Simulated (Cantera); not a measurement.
A perfectly stirred reactor is fed with CH4 : H2O : H2 = 1 : 0.47 : 0.055 (molar parts), at 7500 Torr; it is held at 1773 K, and followed from long to short residence time.

Computed with Cantera and GRI-Mech 3.0 (53 species, 325 reactions). GRI-Mech 3.0 stops at C3 and has no aromatics, soot or wall deposition, so with more carbon than oxygen in the feed, carbon stays in small species such as C2H2 where larger ones or solid carbon would form.

Question: What does this change do: pressure from 7500 Torr to 3750 Torr?

Answer: 
```
quantity                  before    after
-----------------------  -------  -------
x(CH4) at τ = 13.0 s      0.0866   0.0534
x(H2O) at τ = 13.0 s     0.00278  0.00315
x(H2) at τ = 13.0 s        0.686    0.711
x(OH) at τ = 13.0 s      1.88e-8  2.96e-8
x(CH2CO) at τ = 13.0 s   2.77e-6  1.80e-6
x(CH4) at τ = 0.150 s      0.106   0.0749
x(H2O) at τ = 0.150 s     0.0825   0.0897
x(H2) at τ = 0.150 s       0.611    0.630
x(OH) at τ = 0.150 s     5.85e-7  8.77e-7
x(CH2CO) at τ = 0.150 s  1.34e-5  1.70e-5
```

Question: What does this change do: temperature 1773 to 2000 K?

Answer: 
```csv
quantity,before,after
x(CH4) at τ = 13.0 s,0.0866,0.0261
x(H2O) at τ = 13.0 s,0.00278,0.000152
x(H2) at τ = 13.0 s,0.686,0.734
x(OH) at τ = 13.0 s,1.88e-8,9.13e-9
x(CH2CO) at τ = 13.0 s,2.77e-6,2.21e-6
x(CH4) at τ = 0.150 s,0.106,0.0286
x(H2O) at τ = 0.150 s,0.0825,0.0106
x(H2) at τ = 0.150 s,0.611,0.724
x(OH) at τ = 0.150 s,5.85e-7,6.43e-7
x(CH2CO) at τ = 0.150 s,1.34e-5,4.80e-6
```

Question: What does this change do: temperature 1773 to 1400 K?

Answer: 
```csv
quantity,before,after
x(CH4) at τ = 13.0 s,0.0866,0.439
x(H2O) at τ = 13.0 s,0.00278,0.233
x(H2) at τ = 13.0 s,0.686,0.246
x(OH) at τ = 13.0 s,1.88e-8,1.42e-8
x(CH2CO) at τ = 13.0 s,2.77e-6,3.49e-6
x(CH4) at τ = 0.150 s,0.106,0.585
x(H2O) at τ = 0.150 s,0.0825,0.297
x(H2) at τ = 0.150 s,0.611,0.0935
x(OH) at τ = 0.150 s,5.85e-7,1.27e-8
x(CH2CO) at τ = 0.150 s,1.34e-5,2.67e-6
```
